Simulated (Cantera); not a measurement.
Mixture: CH4 : CO : O2 : N2 = 1 : 0.097 : 4.27 : 16 (molar parts), equivalence ratio 0.48, at 10.0 bar, adiabatic and at constant volume. Ignition delay is the time to a rise of 400 K.

Computed with Cantera and GRI-Mech 3.0 (53 species, 325 reactions).

What does this change do: 0.022 parts C2H6 added?


| quantity | before | after |
|---|---|---|
| delay at 1073 K | 22.4 ms | 14.0 ms |
| delay at 1173 K | 5.11 ms | 3.37 ms |
| delay at 1273 K | 1.45 ms | 0.997 ms |
| delay at 1373 K | 0.475 ms | 0.334 ms |
| apparent activation energy between 1323 and 1423 K | 160 kJ/mol | 160 kJ/mol |
